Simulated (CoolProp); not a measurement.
Saturation properties of R152A.

Values from CoolProp's reference Helmholtz-energy equation of state, Outcalt 1996. It is a modified Benedict-Webb-Rubin equation, recast in Helmholtz form.

```csv
T (°C),p (kPa),vapour Z,liquid viscosity (µPa s)
1.95,283.0,0.9147,[?]
16.45,459.2,0.8825,178
30.95,708.7,0.8436,150
45.45,[?],0.7973,127
59.95,1499,0.7423,107
74.55,2085,[?],89.3
89.05,2823,0.5936,73.5
103.55,[?],[?],57.8
```

Question: Fill in the missing entries.

Answer: 
- 1.95, liquid viscosity (µPa s): 212
- 45.45, p (kPa): 1049
- 74.55, vapour Z: 0.6758
- 103.55, p (kPa): 3753
- 103.55, vapour Z: 0.4782

It boils at -24.0 °C under 1 atm.

Viscosity comes from a separate model (Bell 2016), an estimate that may be off by 10 % or more.
